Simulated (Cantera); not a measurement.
A freely propagating, adiabatic, planar premixed flame of CO : H₂ : O₂ : N₂ = 1 : 0.064 : 0.532 : 2 (molar parts), unburnt at 425 K and 19000 Pa; mixture-averaged transport, grid criteria slope 0.08 and curve 0.16, no radiation.

Model: GRI-Mech 3.0 (53 species, 325 reactions), integrated in Cantera. Burning velocities carry a grid error of a few per cent, more on coarse grids.

Predict: laminar burning velocity; thermal thickness; peak x(HO₂); peak x(H₂O₂).


```
Quantity                     Result
------------------------  ---------
laminar burning velocity  84.2 cm/s
thermal thickness           6.48 mm
peak x(HO₂)                0.000108
peak x(H₂O₂)                2.57e-5
```
